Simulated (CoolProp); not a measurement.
Methane along the isobar 20 MPa: Z from the reference equation and from simpler models built on Tc = -82.6 °C, pc = 4.599 MPa, ω = 0.011; each cubic takes its own stable root.

Model: reference Helmholtz-energy equation of state, Setzmann 1991, in CoolProp.

| T (°C) | phase | reference | van der Waals | Redlich-Kwong | Soave-Redlich-Kwong | Peng-Robinson |
|---|---|---|---|---|---|---|
| -105.35 | liquid | 0.6307 | 0.8521 | 0.6381 | 0.6390 | 0.5707 |
| -70.95 | supercritical | 0.6154 | 0.7884 | 0.6388 | 0.6390 | 0.5763 |
| -36.55 | supercritical | 0.6590 | 0.7708 | 0.6929 | 0.6980 | 0.6403 |
| -2.25 | supercritical | 0.7503 | 0.7894 | 0.7772 | 0.7915 | 0.7367 |
| 32.15 | supercritical | 0.8409 | 0.8302 | 0.8546 | 0.8762 | 0.8233 |
| 66.55 | supercritical | 0.9077 | 0.8751 | 0.9116 | 0.9376 | 0.8872 |
| 100.95 | supercritical | 0.9538 | 0.9138 | 0.9516 | 0.9799 | 0.9325 |
| 135.35 | supercritical | 0.9859 | 0.9443 | 0.9795 | 1.009 | 0.9648 |
| 169.75 | supercritical | 1.009 | 0.9677 | 0.9993 | 1.029 | 0.9881 |
